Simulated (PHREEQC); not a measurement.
Solution (25 °C): 2.9 mmol/kgw CuSO4 and 0.27 mmol/kgw KCl. Closed to the air; pH follows from the charge balance.

Computed with PHREEQC (ion-association model, wateq4f.dat).

Each row changes one thing in this solution. This is a speciation only: nothing precipitates in the calculation.

| case | pH | ionic strength (mol/kgw) |
|---|---|---|
| as made | 5.12 | 0.00977 |
| CuSO4 replaced by FeSO4 at the same molality | 6.17 | 0.00998 |
| temperature from 25 to 35 °C | 5.03 | 0.00969 |
| CuSO4 left out | 7.00 | 0.000270 |
| diluted 100-fold with water | ? | ? |
| CuSO4 replaced by Cs2SO4 at the same molality | 7.04 | 0.00896 |
| CuSO4 from 0.0029 to 0.00435 mol/kgw | 5.05 | 0.0139 |
| temperature from 25 to 75 °C | 4.63 | 0.00940 |
| diluted 2-fold with water | 5.25 | 0.00521 |

Q: Some entries are withheld; supply them.

A: 
- diluted 100-fold with water, pH: 5.94
- diluted 100-fold with water, ionic strength (mol/kgw): 0.000117

Some of these states are supersaturated (in Brochantite, Antlerite, Tenorite (slow to form), for instance). Away from 25 °C the constants follow the database's enthalpies or fits; those with neither stay at their 25 °C values.
